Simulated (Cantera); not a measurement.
Input (Python, Cantera):

```python
import numpy as np
import cantera as ct

gas = ct.Solution("gri30.yaml")


def delay(T, t_max=10):
    gas.TPX = T, 1000000, {'CO': 1, 'H2': 0.29, 'O2': 1.32, 'N2': 4.95}
    reactor = ct.IdealGasReactor(gas, clone=False)
    net = ct.ReactorNet([reactor])
    net.rtol, net.atol = 1e-8, 1e-16
    while net.time < t_max:
        t_old, T_old = net.time, reactor.T
        net.step()
        if reactor.T > T + 400:  # ignition: a rise of 400 K
            return t_old + (T + 400 - T_old) / (reactor.T - T_old) * (net.time - t_old)
    return np.nan


taus = []
for T in [850, 925, 1000, 1075, 1150, 1225, 1300]:
    taus.append(delay(T))
    print(f"T0 = {T:6g} K   tau = {taus[-1]:.4e} s")
```

Result:

```
T0 =    850 K   tau = 3.7403e-01 s
T0 =    925 K   tau = 3.8599e-02 s
T0 =   1000 K   tau = 5.3168e-03 s
T0 =   1075 K   tau = 8.7406e-04 s
T0 =   1150 K   tau = 1.4741e-04 s
T0 =   1225 K   tau = 2.7373e-05 s
T0 =   1300 K   tau = 1.0416e-05 s
```

Model: GRI-Mech 3.0 (53 species, 325 reactions), integrated in Cantera. The hydrogen kinetics of GRI-Mech 3.0 are dated; newer H2 mechanisms differ, most at raised pressure. Below about 950 K walls govern HO2 and H2O2 in real vessels.
